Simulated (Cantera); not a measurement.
**Silicon oxide and oxynitride deposition: SiH4 + H2O + N2**

Charge: 1 mol SiH4, 1.8 mol H2O, 180 mol N2, at 0.00133 bar.

Method: chemical equilibrium by Gibbs-energy minimisation in Cantera with the NASA 1993 tables (ideal gas, pure condensed phases). Candidate condensed phases: H2O, Si, SiO2, Si2N2O, Si3N4; 35 gas species. N2 is the only nitrogen source here; it is nearly inert below about 1500 K, so the nitride shown seldom forms there in practice. Rates play no part.

```json
[
 {"T (K)": "623", "log p N2": "-2.88", "log p H2": "-4.56", "log p H2O": "-10.75", "log p NH3": "-9.83", "n SiO2(α-quartz)": "0.867", "n Si2N2O(s)": "0.0667", "n SiO2(β-quartz)": "0"},
 {"T (K)": "648", "log p N2": "-2.88", "log p H2": "-4.56", "log p H2O": "-10.60", "log p NH3": "-10.00", "n SiO2(α-quartz)": "0.867", "n Si2N2O(s)": "0.0667", "n SiO2(β-quartz)": "0"},
 {"T (K)": "673", "log p N2": "-2.88", "log p H2": "-4.56", "log p H2O": "-10.46", "log p NH3": "-10.15", "n SiO2(α-quartz)": "0.867", "n Si2N2O(s)": "0.0667", "n SiO2(β-quartz)": "0"},
 {"T (K)": "698", "log p N2": "-2.88", "log p H2": "-4.56", "log p H2O": "-10.33", "log p NH3": "-10.30", "n SiO2(α-quartz)": "0.867", "n Si2N2O(s)": "0.0667", "n SiO2(β-quartz)": "0"},
 {"T (K)": "723", "log p N2": "-2.88", "log p H2": "-4.56", "log p H2O": "-10.22", "log p NH3": "-10.44", "n SiO2(α-quartz)": "0.867", "n Si2N2O(s)": "0.0667", "n SiO2(β-quartz)": "0"},
 {"T (K)": "748", "log p N2": "-2.88", "log p H2": "-4.56", "log p H2O": "-10.11", "log p NH3": "-10.56", "n SiO2(α-quartz)": "0.867", "n Si2N2O(s)": "0.0667", "n SiO2(β-quartz)": "0"},
 {"T (K)": "773", "log p N2": "-2.88", "log p H2": "-4.56", "log p H2O": "-10.01", "log p NH3": "-10.68", "n SiO2(α-quartz)": "0.867", "n Si2N2O(s)": "0.0667", "n SiO2(β-quartz)": "0"},
 {"T (K)": "798", "log p N2": "-2.88", "log p H2": "-4.56", "log p H2O": "-9.91", "log p NH3": "-10.80", "n SiO2(α-quartz)": "0.867", "n Si2N2O(s)": "0.0667", "n SiO2(β-quartz)": "0"},
 {"T (K)": "823", "log p N2": "-2.88", "log p H2": "-4.56", "log p H2O": "-9.83", "log p NH3": "-10.90", "n SiO2(α-quartz)": "0.867", "n Si2N2O(s)": "0.0667", "n SiO2(β-quartz)": "0"},
 {"T (K)": "848", "log p N2": "-2.88", "log p H2": "-4.56", "log p H2O": "-9.74", "log p NH3": "-11.00", "n SiO2(α-quartz)": "0", "n Si2N2O(s)": "0.0667", "n SiO2(β-quartz)": "0.867"},
 {"T (K)": "873", "log p N2": "-2.88", "log p H2": "-4.56", "log p H2O": "-9.67", "log p NH3": "-11.10", "n SiO2(α-quartz)": "0", "n Si2N2O(s)": "0.0667", "n SiO2(β-quartz)": "0.867"},
 {"T (K)": "898", "log p N2": "-2.88", "log p H2": "-4.56", "log p H2O": "-9.60", "log p NH3": "-11.19", "n SiO2(α-quartz)": "0", "n Si2N2O(s)": "0.0667", "n SiO2(β-quartz)": "0.867"}
]
```
log p: log10 of the partial pressure in bar; n: condensed amount in mol.

From 623 K to 823 K the condensed part is SiO2(α-quartz) + Si2N2O(s). From 848 K to 898 K the condensed part is SiO2(β-quartz) + Si2N2O(s).
